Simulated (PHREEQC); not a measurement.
Dissolve 0.11 mol KOH, 0.00088 mol CO2 and 0.00044 mol Na2CO3 per kg of water at 55 °C. Closed to the air; pH follows from the charge balance.

The numbers come from PHREEQC with the ion-association model, phreeqc.dat.

| quantity | before | after |
|---|---|---|
| pH | 12.04 | 11.77 |
| NaCO3- (mol/kgw) | 2.86e-5 | 8.97e-6 |
| HCO3- (mol/kgw) | 7.68e-6 | 8.44e-6 |
| NaHCO3 (mol/kgw) | 1.82e-9 | 1.14e-9 |

Which change was made?
(A) KOH from 0.11 to 0.055 mol/kgw
(B) KOH from 0.11 to 0.099 mol/kgw
(C) diluted 2-fold with water
(D) CO2 left out
(E) 0.061 mol/kgw KHSO4 added

C, diluted 2-fold with water

Precipitation was switched off in this run. Constants without temperature data keep their 25 °C values here.
